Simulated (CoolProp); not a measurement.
Values from CoolProp's reference Helmholtz-energy equation of state, Setzmann 1991.

**Question.** For methane, give the phase and the cp (kJ/(kg K)), viscosity (µPa s) at 110.75 °C and 21.4 bar; -119.05 °C and 0.126 bar; -115.05 °C and 80 bar.

**Answer.** 
- 110.75 °C and 21.4 bar: gas; cp 2.54, viscosity 14.1
- -119.05 °C and 0.126 bar: gas; cp 2.08, viscosity 6.10
- -115.05 °C and 80 bar: liquid; cp 3.83, viscosity 56.9

Viscosity comes from a separate model (Quiñones-Cisneros 2006).
